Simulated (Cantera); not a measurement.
Input (Python, Cantera) and output of one run.

```python
import numpy as np
import cantera as ct

gas_names = [...]  # 151 gases of nasa_gas.yaml made of C, H, N, O, Si
cond_names = """
    C(gr) C6H6(L) C7H8(L) C8H18(L),n-octa H2O(s) H2O(L) Si(cr) Si(L) SiC(b) SiO2(Lqz) SiO2(hqz) SiO2(L)
    Si2N2O(s) Si3N4(a)
""".split()


# ... load() reads the species with a 1 bar reference pressure and builds the phases ...
atoms = {
    'SiC': {'Si': 1, 'C': 1},
    'N2O': {'N': 2, 'O': 1},
    'H2': {'H': 2},
}
top_T = {'C(gr)': 4500, 'SiC(b)': 3050, 'Si2N2O(s)': 2100, 'Si3N4(a)': 2400}  # K; cautious upper limits of use, not melting points


# ... equilibrate(T, P, feed) seeds the gas with the atoms and calls Mixture.equilibrate('TP', solver="vcs", rtol=1e-11, max_steps=5000) ...
results = []
feed = {'SiC': 1, 'N2O': 0.035, 'H2': 570}  # mol
T = 1923  # K
for P in [0.1, 0.6, 3.6, 22, 130, 770, 4600, 28000, 170000, 1000000]:
    mix = equilibrate(T, P, feed)
    results.append((T, P, feed, dict(zip(mix.species_names, mix.species_moles))))

top = {s: max(r[3][s] / sum(r[3][g] for g in gas_names) for r in results) for s in gas_names}
cols = sorted((s for s in top if top[s] > 1e-05), key=lambda s: -top[s])[:9]
seen = [c for c in cond_names if any(r[3].get(c, 0) > 1e-12 for r in results)]
print("log10 of partial pressures in bar; condensed amounts in mol")
print(f"{'P/Pa':>10s}" + "".join(f"{s[:9]:>10s}" for s in cols + seen))
for T, P, feed, n in results:
    ng = sum(n[g] for g in gas_names)
    print(f"{P:10.4g}" + "".join(f"{np.log10(max(n[s] / ng * P / 1e5, 1e-99)):10.3f}" for s in cols)
          + "".join(f"{n.get(c, 0):10.4g}" for c in seen))
```

It prints:

```
log10 of partial pressures in bar; condensed amounts in mol
      P/Pa        H2         H        Si C2H2,acet       CH4      SiH2        CO        N2       HCN     C(gr)     Si(L)    SiC(b)
       0.1    -6.396    -6.224    -8.923    -9.742   -16.072   -14.721   -10.367   -10.607   -10.470    0.5641         0         0
       0.6    -5.389    -5.720    -8.067    -8.734   -14.057   -12.857    -9.510    -9.789    -9.557    0.4542         0         0
       3.6    -4.513    -5.282    -7.249    -7.858   -12.305   -11.163    -8.689    -8.984    -8.717    0.3983         0         0
        22    -3.686    -4.869    -6.454    -7.032   -10.652    -9.541    -7.885    -8.186    -7.904    0.3682         0         0
       130    -2.898    -4.475    -6.067    -6.431    -9.169    -8.366    -7.109    -7.351    -7.186         0         0    0.5829
       770    -2.118    -4.085    -5.777    -6.229    -7.899    -7.297    -6.347    -6.457    -6.639         0         0    0.8559
      4600    -1.339    -3.696    -5.470    -6.065    -6.648    -6.211    -5.624    -5.614    -6.135         0         0    0.9355
   2.8e+04    -0.554    -3.303    -5.221    -5.777    -5.326    -5.176    -4.965    -4.801    -5.585         0         0    0.9553
   1.7e+05     0.230    -2.911    -4.988    -5.460    -3.992    -4.159    -4.415    -4.004    -5.027         0         0    0.9467
     1e+06     1.000    -2.526    -4.770    -5.125    -2.670    -3.172    -3.967    -3.231    -4.474         0     0.055    0.8682
```

These are equilibrium values from Cantera (NASA tables, ideal gas, pure condensed phases), not measurements of a reactor. Mutual solubility and eutectic melting of coexisting phases are not modelled. Gases not in the tables: Si2H6 and higher silanes.
